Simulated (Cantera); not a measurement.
Input: 1 mol SiO2, 0.7 mol CO, 0.43 mol H2, 0.58 mol C, at 0.00110 bar.

Method: chemical equilibrium by Gibbs-energy minimisation in Cantera with the NASA 1993 tables (ideal gas, pure condensed phases). Candidate condensed phases: C, C6H6, C7H8, C8H18, H2O, Si, SiC, SiO2; 123 gas species. Mutual solubility and eutectic melting of coexisting phases are not modelled. The tables hold silica as quartz up to 1696 K and as liquid above; real silica turns to tridymite and cristobalite and melts near 1996 K. Equilibrium is a limit: real reactors are often held back by kinetics, nucleation or transport.

**Question.** Which condensed phases are stable at each of these points (T (K)): 925, 1025, 1125, 1225, 1325, 1425, 1525, 1625, 1725, 1825, 1925, 2025?

**Answer.** 
| T (K) | condensed phases | Si condensed (%) |
|---|---|---|
| 925 | C(graphite) + SiO2(β-quartz) | 100.0 |
| 1025 | C(graphite) + SiO2(β-quartz) | 100.0 |
| 1125 | C(graphite) + SiO2(β-quartz) | 100.0 |
| 1225 | C(graphite) + SiO2(β-quartz) | 100.0 |
| 1325 | SiC(s) + SiO2(β-quartz) | 99.9 |
| 1425 | SiC(s) + SiO2(β-quartz) | 97.4 |
| 1525 | SiC(s) + SiO2(β-quartz) | 43.2 |
| 1625 | SiO2(β-quartz) | 42.0 |
| 1725 | SiO2(condensed) | 41.9 |
| 1825 | SiO2(condensed) | 41.1 |
| 1925 | SiO2(condensed) | 37.0 |
| 2025 | SiO2(l) | 23.9 |

From 925 K to 1225 K the condensed part is C(graphite) + SiO2(β-quartz). From 1325 K to 1525 K the condensed part is SiC(s) + SiO2(β-quartz). At 1625 K the condensed part is SiO2(β-quartz). From 1725 K to 1925 K the condensed part is SiO2(condensed). At 2025 K the condensed part is SiO2(l).
